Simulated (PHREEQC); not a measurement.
Na2HPO4 is added in steps, without added water, to 1 kg of water holding 24 mmol/kgw H2SO4, 0.067 mmol/kgw FeSO4 and 0.17 mmol/kgw Na2SO4, at 20 °C. The system is closed to oxygen. No CO2 enters from the air. The run lets Vivianite, Mirabilite, Melanterite precipitate or redissolve, and no other solid.

Base run: PHREEQC, ion-association model, wateq4f.dat. Each further column changes one thing. The table gives Fe+2 (mol/kgw).

```csv
Na2HPO4 added (mol),base,diluted 10-fold with water,no solid may form
0,4.57e-5,5.74e-6,4.57e-5
0.005475,3.59e-5,1.78e-6,3.59e-5
0.01095,2.77e-5,2.78e-7,2.77e-5
0.01642,2.12e-5,___,2.12e-5
0.0219,1.63e-5,1.09e-7,1.63e-5
0.02738,1.27e-5,8.70e-8,1.27e-5
0.03285,1.01e-5,7.38e-8,1.01e-5
0.04015,7.81e-6,___,7.81e-6
0.04562,6.62e-6,5.66e-8,6.62e-6
0.0511,5.54e-6,5.20e-8,5.54e-6
0.05658,2.25e-6,4.83e-8,4.75e-6
0.06205,1.26e-6,4.53e-8,4.23e-6
0.06753,8.70e-7,4.28e-8,3.86e-6
0.073,6.68e-7,4.06e-8,___
```

Task: Complete the blanks.

Result: 
- 0.01642, diluted 10-fold with water: 1.51e-7
- 0.04015, diluted 10-fold with water: 6.25e-8
- 0.073, no solid may form: 3.59e-6

H3PO4, which wateq4f.dat lacks, is added to it with the constant of phreeqc.dat. In at least one series the solution becomes supersaturated in solids that the run did not let form, among them Vivianite.
